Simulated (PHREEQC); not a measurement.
1 kg of water holding 100 mmol/kgw Na2CO3 meets 20 L of dry gas (CO2 0.38, CH4 0.5, H2S 0.12 by moles) at fixed total pressure, at 60 °C; fugacities by Peng-Robinson. The gases take part in no redox reaction, some water evaporates into the gas, and hydrates or a liquid gas phase aren't modelled. Nothing may precipitate in this run.

Equilibrium calculation in PHREEQC: ion-association model, phreeqc.dat.

| P (atm) | dissolved CO2 (all carbonate carbon) (mol/kgw) | φ of CO2 | p of CO2 (atm) | dissolved CH4 (mol/kgw) | φ of CH4 | p of CH4 (atm) | dissolved H2S (mol/kgw) |
|---|---|---|---|---|---|---|---|
| 1 | 0.158 | 0.996 | 0.281 | 0.000455 | 0.999 | 0.466 | 0.0427 |
| 2 | 0.161 | 0.992 | 0.664 | 0.000952 | 0.998 | 0.977 | 0.0549 |
| 3 | 0.165 | 0.988 | 1.04 | 0.00144 | 0.996 | 1.49 | 0.0628 |
| 5 | 0.174 | 0.981 | 1.80 | 0.00242 | 0.993 | 2.50 | 0.0752 |
| 7.5 | 0.188 | 0.971 | 2.75 | 0.00361 | 0.990 | 3.76 | 0.0887 |
| 10 | 0.201 | 0.962 | 3.69 | 0.00480 | 0.987 | 5.03 | 0.101 |
| 15 | 0.227 | 0.943 | 5.58 | 0.00712 | 0.980 | 7.55 | 0.124 |

Constants without temperature data keep their 25 °C values here.
